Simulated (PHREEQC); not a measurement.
# Acid mine or pickling water (model solution)

A made-up water analysis in mmol/kgw, 25 °C, pH 3.03, pe 12.8:

```csv
constituent,mmol/kgw
Na,15.5
K,5.03
Ca,11.8
Mg,1.46
Cl,3.43
S(6),22.5
F,0.00677
Fe(3),0.0122
N(5),0.538
Zn,0.0248
Mn(2),1.44
```

Na is adjusted to close the charge balance.
Valence states are taken as typed.

Computed with PHREEQC (ion-association model, wateq4f.dat).

Each row changes one thing in this solution. No solid was allowed to form.

```tsv
case	ionic strength (mol/kgw)	SO4-2 (mol/kgw)	Na+ (mol/kgw)	Ca+2 (mol/kgw)	K+ (mol/kgw)	CaSO4 (mol/kgw)	SI of Gypsum (CaSO4:2H2O)	SI of Jarosite-K (KFe3(SO4)2(OH)6)
as made	0.0612	0.0155	0.0121	0.00737	0.00481	0.00440	-0.07	-0.52
Fe(3) from 0.0122 to 0.0061 mmol/kgw	0.0612	0.0155	0.0122	0.00737	0.00481	0.00440	-0.07	[?]
all concentrations times 4 at the same typed pH	0.215	0.0538	0.0507	0.0245	0.0182	0.0225	+0.65	[?]
temperature from 25 to 20 °C at the same typed pH	0.0619	0.0158	0.0122	0.00745	[?]	0.00432	-0.06	-0.74
```

Task: Some entries are withheld; supply them.

Result: 
- Fe(3) from 0.0122 to 0.0061 mmol/kgw, SI of Jarosite-K (KFe3(SO4)2(OH)6): -1.43
- all concentrations times 4 at the same typed pH, SI of Jarosite-K (KFe3(SO4)2(OH)6): +1.17
- temperature from 25 to 20 °C at the same typed pH, K+ (mol/kgw): 0.00482

Some of these states are supersaturated (in Hematite (slow to form), Goethite (slow to form), Gypsum, for instance). Fluoro complexes past AlF4- and FeF3 are missing from the database.
